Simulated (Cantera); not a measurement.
Charge: 1 mol FeS2, 0.24 mol O2, 0.11 mol CO2, held at 73.0 mbar.

Method: chemical equilibrium by Gibbs-energy minimisation in Cantera with the NASA 1993 tables (ideal gas, pure condensed phases). Candidate condensed phases: C, Fe, Fe(CO)5, FeO, FeS, FeSO4, FeS2, Fe2O3, Fe2(SO4)3, Fe3O4, S; 25 gas species. Gases not in the tables: S3 to S7. Rates play no part. All values below are at 725 K.

Base state: SO2 0.620, CO2 0.379, S2 0.000590, S2O 0.000108 (mole fractions); condensed: FeS2(s) + Fe3O4(s).

Q: What changes in the equilibrium state with this change: pressure from 73.0 mbar to 8.40 bar?

A: 
| species | before | after |
|---|---|---|
| SO2 | 0.620 | 0.578 |
| CO2 | 0.379 | 0.421 |
| S2O | 0.000108 | 5.76e-5 |
| S2 | 0.000590 | 5.49e-5 |
| FeS2(s), mol | 0.910 | 0.915 |
| Fe3O4(s), mol | 0.0300 | 0 |
| FeSO4(s), mol | 0 | 0.0199 |
| Fe2O3(s), mol | 0 | 0.0328 |
